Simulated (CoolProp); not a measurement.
A simple Rankine cycle with chloromethane (R40): condensing at 299.15 K, boiler at 1.81 MPa, turbine inlet 349 K, turbine efficiency 0.8, pump efficiency 0.8, no recuperator. Each further row changes one setting.

Model: reference Helmholtz-energy equation of state, Thol 2014, in CoolProp.

```tsv
case	thermal efficiency (%)	net work (kJ/kg)	heat in (kJ/kg)	turbine exit temperature (K)	volume ratio over the turbine
as stated	9.3	36.5	391	299.2	2.80
turbine inlet 369 K	9.6	?	?	302.7	2.68
condensing temperature 291.15 K	10.9	?	403	291.2	?
boiler pressure 1.27 MPa	6.7	27.4	406	?	1.95
turbine efficiency 0.7	?	31.7	391	299.2	2.83
```

Q: What belongs in the gaps?

A: 
- turbine inlet 369 K, net work (kJ/kg): 39.9
- turbine inlet 369 K, heat in (kJ/kg): 416
- condensing temperature 291.15 K, net work (kJ/kg): 44.0
- condensing temperature 291.15 K, volume ratio over the turbine: 3.48
- boiler pressure 1.27 MPa, turbine exit temperature (K): 305.0
- turbine efficiency 0.7, thermal efficiency (%): 8.1

The expansion ends wet for: as stated; condensing temperature 291.15 K; turbine efficiency 0.7.
